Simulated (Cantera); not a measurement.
A closed system holds: 1 mol CH3F, 1.3 mol H2, held at 39.8 Torr.

Method: chemical equilibrium by Gibbs-energy minimisation in Cantera with the NASA 1993 tables (ideal gas, pure condensed phases). Candidate condensed phases: C, C6H6, C7H8, C8H18; 95 gas species. The numbers say what is thermodynamically allowed, not how fast it happens.

At 2300 K, list the 5 most abundant gas species with their mole fractions, and the condensed phases.

H2 0.665, HF 0.298, H 0.0343, C2H2 (acetylene) 0.00287, F 1.82e-5. Condensed: C(graphite).
